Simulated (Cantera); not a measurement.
Charge: 1 mol Al2O3, 15 mol H2, equilibrated at 410 Pa.

Equilibrium computed with Cantera from the NASA thermochemical tables; the gas is ideal and each condensed phase is pure. Candidate condensed phases: Al, Al2O3, H2O; 19 gas species. The tables' values for AlOH are old estimates; treat these amounts as uncertain. Rates play no part.

x: gas mole fraction; n: condensed amount in mol.

```
T (°C)   x H2       x H     x H2O      x Al  n Al2O3(s)
------  -----  --------  --------  --------  ----------
327      1.00    <1e-12    <1e-12    <1e-12        1.00
477      1.00  4.94e-12    <1e-12    <1e-12        1.00
627      1.00   1.83e-9    <1e-12    <1e-12        1.00
777      1.00         ?         ?         ?        1.00
927     1.000   3.08e-6   3.25e-9   1.60e-9        1.00
1077    1.000         ?         ?         ?       1.000
1227    1.000  0.000275   1.59e-6   9.20e-7       1.000
1377    0.999   0.00142   1.52e-5   8.76e-6       1.000
1527    0.994   0.00558  0.000100   5.59e-5       0.999
1677    0.981    0.0177  0.000491  0.000263       0.997
1827    0.949    0.0474   0.00188  0.000968       0.989
```

**Question.** Fill in the missing entries.

**Answer.** 
- 1077, x H: 3.72e-5
- 1077, x H2O: 1.00e-7
- 1077, x Al: 5.63e-8
- 777, x H: 1.27e-7
- 777, x H2O: 4.18e-11
- 777, x Al: 1.43e-11
